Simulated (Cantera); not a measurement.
A Cantera script and its output.

```python
import numpy as np
import cantera as ct

gas = ct.Solution("gri30.yaml")
gas.TPX = 523, 110000, {'CH3OH': 1, 'O2': 1.07, 'N2': 4.03, 'CO2': 0.22}
flame = ct.FreeFlame(gas, width=0.037)
flame.set_refine_criteria(ratio=3, slope=0.08, curve=0.16)
flame.transport_model = "mixture-averaged"
flame.solve(loglevel=0, auto=True)
z, T = flame.grid, flame.T
thick = (T[-1] - T[0]) / np.gradient(T, z).max()
show = ['CH3OH', 'O2', 'CO2', 'CO', 'CH4', 'NO2']
print(f"laminar burning velocity  {flame.velocity[0] * 100:.3f} cm/s")
print(f"burnt temperature         {T[-1]:.1f} K")
print(f"thermal thickness         {thick * 1e3:.4f} mm")
print(f"grid points               {len(z)}")
z0 = z[flame.heat_release_rate.argmax()]
print(f"{'z/mm':>9s}{'T/K':>9s}{'u/(m/s)':>9s}" + "".join(f"{s:>11s}" for s in show))
rows = []
for k in (-3, -2, -1.5, -1, -0.5, -0.25, 0, 0.25, 0.5, 1, 2, 4, 8):
    zz = z0 + k * thick
    rows.append([k * thick, np.interp(zz, z, T), np.interp(zz, z, flame.velocity),
                 *(np.interp(zz, z, flame.X[gas.species_index(s)]) for s in show)])
    print(f"{rows[-1][0] * 1e3:9.3f}{rows[-1][1]:9.1f}{rows[-1][2]:9.3f}" + "".join(f"{x:11.3e}" for x in rows[-1][3:]))
```

Result:

```
laminar burning velocity  101.676 cm/s
burnt temperature         2109.3 K
thermal thickness         0.2360 mm
grid points               131
     z/mm      T/K  u/(m/s)      CH3OH         O2        CO2         CO        CH4        NO2
   -0.708    523.2    1.021  1.576e-01  1.686e-01  3.468e-02  1.061e-05  8.369e-08  4.685e-11
   -0.472    526.1    1.033  1.565e-01  1.672e-01  3.446e-02  1.618e-04  1.078e-06  9.599e-10
   -0.354    539.0    1.067  1.546e-01  1.648e-01  3.419e-02  8.567e-04  5.081e-06  6.160e-09
   -0.236    619.1    1.249  1.468e-01  1.560e-01  3.386e-02  5.518e-03  2.827e-05  4.729e-08
   -0.118    976.4    2.063  1.072e-01  1.214e-01  3.568e-02  3.084e-02  1.363e-04  2.153e-07
   -0.059   1327.2    2.911  5.845e-02  8.587e-02  4.009e-02  6.116e-02  2.533e-04  1.997e-07
    0.000   1676.5    3.813  9.289e-03  4.933e-02  4.824e-02  9.670e-02  3.482e-04  3.235e-08
    0.059   1803.8    4.134  1.672e-04  2.718e-02  5.827e-02  1.023e-01  1.643e-04  6.462e-10
    0.118   1844.1    4.216  8.245e-07  1.448e-02  6.770e-02  9.490e-02  3.108e-05  1.978e-10
    0.236   1889.6    4.296  3.567e-09  5.787e-03  7.977e-02  8.465e-02  6.938e-07  2.030e-10
    0.472   1939.4    4.385  4.721e-12  3.032e-03  8.751e-02  7.827e-02  8.538e-10  2.266e-10
    0.944   1992.0    4.488  8.941e-15  1.855e-03  8.929e-02  7.717e-02  1.950e-13  2.503e-10
    1.888   2040.3    4.584  7.531e-15  9.484e-04  8.941e-02  7.753e-02  1.318e-13  2.525e-10
```

Cantera simulation using GRI-Mech 3.0 (53 species, 325 reactions); the numbers are that mechanism's predictions, not measurements. GRI-Mech 3.0 was tuned for natural gas; its chemistry of methanol as a main component is partial and can be far from experiment. Burning velocities carry a grid error of a few per cent, more on coarse grids.
